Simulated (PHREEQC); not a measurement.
0.032 g of hydrous ferric oxide (600 m²/g; 0.2 weak and 0.005 strong sites per Fe, Dzombak-Morel constants, diffuse double layer) in 1 kg of water with 0.005 mol/kgw of an inert sodium salt and 4.3e-06 mol/kgw NiCl2, 2.1e-07 mol/kgw CuCl2 and 2.2e-05 mol/kgw PbCl2, at 25 °C; the pH is set by adding NaOH or the inert anion's acid. Oxygen is held at 0.21 atm. No CO2 enters from the air. Nothing may precipitate in this run.

Base run: PHREEQC, ion-association model, wateq4f.dat. Each further column changes one thing. The table gives Cu sorbed (%).

```
pH    base  no electrostatic term (-no_edl)  background salt from 0.005 to 0.0005 mol/kgw  oxide from 0.032 to 0.16 g/kgw  7.6e-06 mol/kgw ZnCl2 added
----  ----  -------------------------------  --------------------------------------------  ------------------------------  ---------------------------
3      0.0                              0.0                                           0.0                             0.0                          0.0
4.33   0.3                              0.6                                           0.3                             1.9                          0.3
5.67  27.7                             66.6                                          24.3                            68.0                         27.7
7     90.4                             99.5                                          88.4                            99.5                         90.0
8.33  83.3                             96.9                                          81.8                            99.6                         67.1
9.67  74.5                             23.0                                          76.3                            99.5                         39.1
11    58.1                              0.1                                          67.4                            99.0                         29.4
```

In at least one series the solution becomes supersaturated in solids that the run did not let form, among them Pb(OH)2, Ni(OH)2. The database's constant for dissolved Cu(OH)2 is higher than later reviews accept. The oxide is taken as insoluble; below pH 4 it would dissolve.
